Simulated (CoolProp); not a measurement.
A closed Brayton cycle with carbon dioxide: compressor inlet 322.15 K and 8.1 MPa, high pressure 28.2 MPa, turbine inlet 820 K, compressor efficiency 0.89, turbine efficiency 0.93, recuperator effectiveness 0.95 (on enthalpy, no pinch check). Each further row changes one setting.

Model: reference Helmholtz-energy equation of state, Span 1996, in CoolProp.

```json
[
 {"case": "as stated", "thermal efficiency (%)": "[?]", "net work (kJ/kg)": "101", "compressor to turbine work": "0.39", "compressor exit (K)": "424.2", "turbine exit (K)": "668.4"},
 {"case": "turbine inlet 770 K", "thermal efficiency (%)": "[?]", "net work (kJ/kg)": "[?]", "compressor to turbine work": "0.41", "compressor exit (K)": "424.2", "turbine exit (K)": "623.9"},
 {"case": "compressor inlet 332.15 K", "thermal efficiency (%)": "36.4", "net work (kJ/kg)": "92.9", "compressor to turbine work": "[?]", "compressor exit (K)": "[?]", "turbine exit (K)": "668.4"},
 {"case": "high pressure 24 MPa", "thermal efficiency (%)": "37.9", "net work (kJ/kg)": "91.9", "compressor to turbine work": "0.37", "compressor exit (K)": "410.7", "turbine exit (K)": "687.3"},
 {"case": "recuperator effectiveness 0.5", "thermal efficiency (%)": "25.8", "net work (kJ/kg)": "101", "compressor to turbine work": "0.39", "compressor exit (K)": "424.2", "turbine exit (K)": "668.4"}
]
```

Problem. Some entries are withheld; supply them.

Solution. 
- as stated, thermal efficiency (%): 38.0
- turbine inlet 770 K, thermal efficiency (%): 35.5
- turbine inlet 770 K, net work (kJ/kg): 89.2
- compressor inlet 332.15 K, compressor to turbine work: 0.43
- compressor inlet 332.15 K, compressor exit (K): 442.4
